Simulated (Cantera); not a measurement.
Input: 1 mol Fe3O4, 420 mol H2, 0.071 mol H2O, held at 875 K and 210 Torr.

Method: chemical equilibrium by Gibbs-energy minimisation in Cantera with the NASA 1993 tables (ideal gas, pure condensed phases). Candidate condensed phases: Fe, FeO, Fe(OH)2, Fe(OH)3, Fe2O3, Fe3O4, H2O; 12 gas species. The numbers say what is thermodynamically allowed, not how fast it happens.

Q: What is the equilibrium state?

A: 
| Quantity | Result |
|---|---|
| x(H2) | 0.990 |
| x(H2O) | 0.00969 |
| n(Fe(α)) | 3.00 mol |
| gas amount | 420.1 mol |
| log10 activity of Fe(OH)2(s) (absent) | -8.15 |
| log10 activity of Fe(OH)3(s) (absent) | -15.06 |
